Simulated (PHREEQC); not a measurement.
Solution A (0.02 mol HNO3, 0.00069 mol CuSO4 and 0.017 mol MnSO4 per kg of water) is mixed with solution B (0.0098 mol AgNO3 per kg of water) at 25 °C; shares are by mass of water, 1 kg in all. No oxygen is let in. No CO2 enters from the air. Only these solids could form: Pyrochroite, Cu(OH)2, Brochantite, Antlerite, Cu2(OH)3NO3, Ag2O, Ag2SO4, Chalcanthite.

The series has 11 steps of share of solution B, from 0 to 1.

All values are PHREEQC results (ion-association model, wateq4f.dat), not measurements.

Q: Between which two steps does the pH jump most, and from what to what?

A: Between share of solution B = 0.9 and 1: from 2.78 to 6.87.
